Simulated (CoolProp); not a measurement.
Vapour-liquid equilibrium of neopentane (1) + n-pentane (2) at 84.85 °C; x and y are mole fractions of (1).

The numbers come from the multi-fluid Helmholtz-energy mixture model, Lemmon 2006 and Thol 2019; pair parameters Bell 2016 in CoolProp.

```tsv
x	bubble pressure (bar)	y at the bubble point	dew pressure at overall composition x (bar)	liquid density (mol/L)
0.05	4.352	0.087	4.266	7.675
0.2	4.946	…	4.635	7.582
0.35	5.543	…	…	…
0.5	6.144	0.636	…	7.390
0.65	6.749	0.762	6.205	…
0.8	7.359	…	6.951	7.189
0.95	7.980	0.969	…	7.084
```

Question: Fill in the missing entries.

Answer: 
- 0.2, y at the bubble point: 0.310
- 0.35, y at the bubble point: 0.488
- 0.35, dew pressure at overall composition x (bar): 5.070
- 0.35, liquid density (mol/L): 7.486
- 0.5, dew pressure at overall composition x (bar): 5.586
- 0.65, liquid density (mol/L): 7.291
- 0.8, y at the bubble point: 0.871
- 0.95, dew pressure at overall composition x (bar): 7.851

No azeotrope shows between x = 0.05 and 0.95.

Pair parameters are fitted to limited data, so mixtures are less certain than the pure fluids.
